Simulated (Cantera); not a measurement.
**Equilibrium for abatement and gas-phase synthesis: CS2 + O2 + H2**

Input: 1 mol CS2, 0.028 mol O2, 0.12 mol H2, held at 52.0 Pa.

Cantera equilibrium calculation (NASA polynomials, part measured and part estimated; ideal gas, pure solids and liquids). Candidate condensed phases: C, C6H6, C7H8, C8H18, H2O, H2SO4, S; 123 gas species. Gases not in the tables: S3 to S7. The numbers say what is thermodynamically allowed, not how fast it happens.

From 625 K to 1675 K the condensed part is C(graphite). The main C-bearing gas is CS2 throughout. The share of C in condensed phases is highest at 1375 K (9.5 %) and lowest at 1675 K (1.5 %).

```json
[
 {"T (K)": "625", "log p CS2": "-3.39", "log p CS": "<-15", "log p S2": "-4.59", "log p H2S": "-4.24", "log p H2": "-6.87", "log p CO": "-5.81", "log p COS": "-4.61", "n C(graphite)": "0.0836"},
 {"T (K)": "775", "log p CS2": "-3.40", "log p CS": "-12.02", "log p S2": "-4.44", "log p H2S": "-4.27", "log p H2": "-5.54", "log p CO": "-4.79", "log p COS": "-5.00", "n C(graphite)": "0.0894"},
 {"T (K)": "925", "log p CS2": "-3.41", "log p CS": "-9.61", "log p S2": "-4.34", "log p H2S": "-4.42", "log p H2": "-4.77", "log p CO": "-4.62", "log p COS": "-5.77", "n C(graphite)": "0.0875"},
 {"T (K)": "1075", "log p CS2": "-3.41", "log p CS": "-7.88", "log p S2": "-4.27", "log p H2S": "-4.76", "log p H2": "-4.44", "log p CO": "-4.61", "log p COS": "-6.43", "n C(graphite)": "0.0842"},
 {"T (K)": "1225", "log p CS2": "-3.42", "log p CS": "-6.58", "log p S2": "-4.21", "log p H2S": "-5.17", "log p H2": "-4.33", "log p CO": "-4.61", "log p COS": "-6.94", "n C(graphite)": "0.0889"},
 {"T (K)": "1375", "log p CS2": "-3.43", "log p CS": "-5.56", "log p S2": "-4.18", "log p H2S": "-5.54", "log p H2": "-4.30", "log p CO": "-4.61", "log p COS": "-7.34", "n C(graphite)": "0.0955"},
 {"T (K)": "1525", "log p CS2": "-3.45", "log p CS": "-4.76", "log p S2": "-4.16", "log p H2S": "-5.87", "log p H2": "-4.30", "log p CO": "-4.61", "log p COS": "-7.66", "n C(graphite)": "0.0867"},
 {"T (K)": "1675", "log p CS2": "-3.51", "log p CS": "-4.13", "log p S2": "-4.19", "log p H2S": "-6.19", "log p H2": "-4.33", "log p CO": "-4.64", "log p COS": "-7.97", "n C(graphite)": "0.0147"}
]
```
log p: log10 of the partial pressure in bar; n: condensed amount in mol.
